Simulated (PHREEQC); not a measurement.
Solution (25 °C): 1.5 mol/kgw H2SO4, 0.34 mol/kgw FeCl2 and 2.8e-05 mol/kgw H4SiO4. Closed to the air; pH follows from the charge balance.

Equilibrium calculation in PHREEQC: Pitzer model, pitzer.dat.

Precipitation was switched off in this run.

Predict the pH.

pH -0.51.

In which forms is S present?

HSO4- 69 %, SO4-2 31 % of the S.

Complexes and solids missing from the database can't appear. In brines, pH and single-ion activities rest on the MacInnes convention.
